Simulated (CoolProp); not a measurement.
Vapour-liquid equilibrium of R1234yf (1) + R227EA (2) at 214.7 K; x and y are mole fractions of (1).

Values from CoolProp's multi-fluid Helmholtz-energy mixture model, Lemmon 2022 and Lemmon 2016; pair parameters Bell 2016.

Problem. Give the bubble pressure and the first vapour's composition at x = 0.2, 0.35, 0.8. Is there an azeotrope?

Solution. x = 0.2: 13.21 kPa, y = 0.356; x = 0.35: 15.09 kPa, y = 0.539; x = 0.8: 20.62 kPa, y = 0.894. No azeotrope shows between x = 0.05 and 0.95.

The pair parameters rest on a limited set of measurements; away from them the model extrapolates.
